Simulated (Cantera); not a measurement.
An isothermal, constant-pressure homogeneous reactor starts with 99.6 % N₂O, 0.408 % H₂O, at 1350 K and 100.0 Torr.

Computed with Cantera and GRI-Mech 3.0 (53 species, 325 reactions). GRI-Mech 3.0 was tuned for natural gas; its chemistry of N2O as a main component is partial and can be far from experiment. The mechanism lacks the step 2 NO + O2 → 2 NO2, which can matter for NO2 below about 1400 K. The temperature is held fixed by assumption; the heat of reaction is taken as removed at once.

x: mole fraction; the columns are a selection and need not sum to one.

```csv
t (s),x N₂O,x NO,x O₂,x NO₂,x N₂
3.00e-6,0.996,2.76e-8,6.64e-8,<1e-12,1.62e-6
8.35e-6,0.996,2.01e-7,4.82e-7,<1e-12,4.80e-6
2.32e-5,0.996,1.32e-6,3.17e-6,<1e-12,1.52e-5
6.46e-5,0.996,___,___,1.32e-11,___
0.000180,0.996,2.69e-5,6.46e-5,3.75e-10,0.000158
0.000500,0.995,___,___,___,___
0.00139,0.994,0.000240,0.000580,7.02e-7,0.00130
0.00387,0.990,0.000663,0.00163,1.23e-5,0.00365
0.0108,0.979,0.00179,0.00455,7.34e-5,0.0101
0.0300,0.951,0.00483,0.0125,0.000202,0.0277
0.0834,0.877,0.0128,0.0331,0.000295,0.0730
0.232,0.708,0.0310,0.0804,0.000290,0.177
0.646,0.414,0.0623,0.163,0.000224,0.358
1.80,0.118,0.0922,0.247,0.000161,0.540
5.00,0.00921,0.100,0.279,0.000177,0.609
```

### Question
Some entries are withheld; supply them.

### Answer

- 6.46e-5, x NO: 6.99e-6
- 6.46e-5, x O₂: 1.68e-5
- 6.46e-5, x N₂: 5.02e-5
- 0.000500, x NO: 8.35e-5
- 0.000500, x O₂: 0.000201
- 0.000500, x NO₂: 1.72e-8
- 0.000500, x N₂: 0.000460
